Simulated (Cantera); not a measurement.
An isothermal, constant-pressure homogeneous reactor starts with CH2O : O2 : N2 = 0.0029 : 0.0051 : 1 (molar parts), equivalence ratio 0.57, at 1075 K and 1.00 bar. Integrator tolerance rtol = 1e-08.

Cantera simulation using GRI-Mech 3.0 (53 species, 325 reactions); the numbers are that mechanism's predictions, not measurements.

Task: What does this change do: temperature 1075 to 1525 K?

Result: 
```tsv
quantity	before	after
x(CH2O) at 7.00 s	<1e-12 (gas-phase equilibrium <1e-12)	<1e-12 (gas-phase equilibrium <1e-12)
x(O2) at 7.00 s	0.00218 (gas-phase equilibrium 0.00218)	0.00218 (gas-phase equilibrium 0.00210)
x(NO) at 7.00 s	3.92e-8 (gas-phase equilibrium 7.74e-6)	3.92e-6 (gas-phase equilibrium 0.000156)
x(CH3) at 7.00 s	<1e-12 (gas-phase equilibrium <1e-12)	<1e-12 (gas-phase equilibrium <1e-12)
x(CH2CO) at 7.00 s	<1e-12 (gas-phase equilibrium <1e-12)	<1e-12 (gas-phase equilibrium <1e-12)
x(C2H6) at 7.00 s	<1e-12 (gas-phase equilibrium <1e-12)	<1e-12 (gas-phase equilibrium <1e-12)
x(HCO) at 7.00 s	<1e-12 (gas-phase equilibrium <1e-12)	<1e-12 (gas-phase equilibrium <1e-12)
```
